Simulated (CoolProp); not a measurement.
Properties of isopentane along the isotherm 498 K.

Model: reference Helmholtz-energy equation of state, Lemmon 2006, in CoolProp. It is a short technical equation, of lower accuracy than the large ones.

```json
[
 {"p (bar)": "7.68", "phase": "gas", "density (kg/m³)": "14.27", "cv (kJ/(kg K))": "[?]", "expansivity (1/kK)": "2.486"},
 {"p (bar)": "15.4", "phase": "gas", "density (kg/m³)": "30.86", "cv (kJ/(kg K))": "[?]", "expansivity (1/kK)": "3.186"},
 {"p (bar)": "23", "phase": "gas", "density (kg/m³)": "50.36", "cv (kJ/(kg K))": "2.478", "expansivity (1/kK)": "4.253"},
 {"p (bar)": "30.7", "phase": "gas", "density (kg/m³)": "75.10", "cv (kJ/(kg K))": "2.508", "expansivity (1/kK)": "[?]"},
 {"p (bar)": "38.4", "phase": "supercritical", "density (kg/m³)": "108.5", "cv (kJ/(kg K))": "2.546", "expansivity (1/kK)": "9.551"},
 {"p (bar)": "46.1", "phase": "supercritical", "density (kg/m³)": "158.8", "cv (kJ/(kg K))": "2.595", "expansivity (1/kK)": "16.97"},
 {"p (bar)": "53.7", "phase": "supercritical", "density (kg/m³)": "232.5", "cv (kJ/(kg K))": "[?]", "expansivity (1/kK)": "22.67"},
 {"p (bar)": "61.4", "phase": "supercritical", "density (kg/m³)": "291.3", "cv (kJ/(kg K))": "2.587", "expansivity (1/kK)": "[?]"},
 {"p (bar)": "69.1", "phase": "supercritical", "density (kg/m³)": "324.0", "cv (kJ/(kg K))": "2.564", "expansivity (1/kK)": "9.675"},
 {"p (bar)": "76.8", "phase": "supercritical", "density (kg/m³)": "345.2", "cv (kJ/(kg K))": "2.550", "expansivity (1/kK)": "7.388"},
 {"p (bar)": "84.5", "phase": "supercritical", "density (kg/m³)": "[?]", "cv (kJ/(kg K))": "2.541", "expansivity (1/kK)": "6.087"}
]
```

Task: Fill in the missing entries.

Result: 
- 7.68, cv (kJ/(kg K)): 2.434
- 15.4, cv (kJ/(kg K)): 2.454
- 30.7, expansivity (1/kK): 6.074
- 53.7, cv (kJ/(kg K)): 2.617
- 61.4, expansivity (1/kK): 14.45
- 84.5, density (kg/m³): 360.8
